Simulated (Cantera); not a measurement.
**Equilibrium for silicon etching in halogen gases: Si + HF + N₂**

Feed: 1 mol Si, 5.7 mol HF, 0.12 mol N₂, at 1330 Pa.

These are equilibrium values from Cantera (NASA tables, ideal gas, pure condensed phases), not measurements of a reactor. Candidate condensed phases: Si, Si₃N₄; 37 gas species. The tables' values for SiF₃, SiF₂ are old estimates; treat these amounts as uncertain. Kinetics and transport are ignored.

From 1248 K to 1748 K nothing is condensed. The main Si-bearing gas is SiF₄ throughout.

```
T (K)  log p H₂  log p HF  log p SiF₄  log p N₂  log p SiF₃
-----  --------  --------  ----------  --------  ----------
1248      -2.26     -2.33       -2.56     -3.48       -6.61
1298      -2.26     -2.33       -2.56     -3.48       -6.21
1348      -2.26     -2.33       -2.56     -3.48       -5.83
1398      -2.26     -2.33       -2.56     -3.48       -5.49
1448      -2.26     -2.33       -2.56     -3.48       -5.16
1498      -2.26     -2.33       -2.56     -3.48       -4.87
1548      -2.26     -2.33       -2.56     -3.48       -4.59
1598      -2.26     -2.32       -2.57     -3.48       -4.33
1648      -2.26     -2.32       -2.57     -3.48       -4.10
1698      -2.27     -2.32       -2.58     -3.48       -3.88
1748      -2.27     -2.31       -2.60     -3.48       -3.69
```
log p: log10 of the partial pressure in bar; nothing condenses.
